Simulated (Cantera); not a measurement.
Charge: 1 mol SiH₄, 180 mol H₂, held at 1.28 Torr.

Method: chemical equilibrium by Gibbs-energy minimisation in Cantera with the NASA 1993 tables (ideal gas, pure condensed phases). Candidate condensed phases: Si; 9 gas species. Gases not in the tables: Si₂H₆ and higher silanes. Kinetics and transport are ignored.

Task: Which condensed phases are stable at each of these points (T (K)): 1573, 1623, 1673, 1723, 1773, 1823, 1873?

Result: 
```
T (K)  condensed phases  Si condensed (%)
-----  ----------------  ----------------
1573              Si(s)              99.3
1623              Si(s)              98.1
1673              Si(s)              95.0
1723              Si(l)              88.4
1773              Si(l)              75.1
1823              Si(l)              48.7
1873           gas only               0.0
```

From 1573 K to 1673 K the condensed part is Si(s). From 1723 K to 1823 K the condensed part is Si(l). At 1873 K nothing is condensed.
